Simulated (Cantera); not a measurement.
Charge: 1 mol Al, 0.29 mol H2O, 17 mol N2, at 925 K and 0.00210 bar.

Equilibrium computed with Cantera from the NASA thermochemical tables; the gas is ideal and each condensed phase is pure. Candidate condensed phases: Al, AlN, Al2O3, H2O; 35 gas species. Equilibrium is a limit: real reactors are often held back by kinetics, nucleation or transport.

Base state: N2 0.983, H2 0.0172 (mole fractions); condensed: AlN(s) + Al2O3(s).

Task: What changes in the equilibrium state with this change: Al replaced by AlCl3?

Result: 
| species | before | after |
|---|---|---|
| N2 | 0.983 | 0.925 |
| AlCl3 | 0 | 0.0439 |
| HCl | 0 | 0.0315 |
| H2 | 0.0172 | 2.10e-7 |
| AlN(s), mol | 0.807 | 0 |
| Al2O3(s), mol | 0.0967 | 0.0967 |
Condensed phases not in the tables: AlOCl. Further candidate phases: AlCl3, NH4Cl.
